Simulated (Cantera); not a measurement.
A closed system holds: 1 mol C2H4, 0.051 mol CO2, a varied amount of H2, held at 425 °C and 1 atm.

These are equilibrium values from Cantera (NASA tables, ideal gas, pure condensed phases), not measurements of a reactor. Candidate condensed phases: C, C6H6, C7H8, C8H18, H2O; 110 gas species. Equilibrium is a limit: real reactors are often held back by kinetics, nucleation or transport.

x: gas mole fraction; nothing condenses.

```csv
n(H2) (mol),x H2,x CH4,x H2O,x CO,x C2H6,x CO2
7.8,0.722,0.265,0.0132,2.24e-6,4.08e-7,3.91e-7
11,0.803,0.187,0.00931,8.14e-7,1.84e-7,9.04e-8
14,0.846,(withheld),(withheld),(withheld),(withheld),(withheld)
19,0.886,0.108,0.00538,2.02e-7,5.56e-8,1.18e-8
26,0.917,(withheld),(withheld),(withheld),(withheld),(withheld)
36,0.940,0.0571,0.00284,4.71e-8,1.46e-8,1.36e-9
49,0.956,0.0419,0.00208,2.42e-8,7.73e-9,5.05e-10
```

Problem. What belongs in the gaps?

Solution. 
- 26, x CH4: 0.0790
- 26, x H2O: 0.00393
- 26, x CO: 9.75e-8
- 26, x C2H6: 2.87e-8
- 26, x CO2: 4.00e-9
- 14, x CH4: 0.147
- 14, x H2O: 0.00731
- 14, x CO: 4.30e-7
- 14, x C2H6: 1.08e-7
- 14, x CO2: 3.56e-8
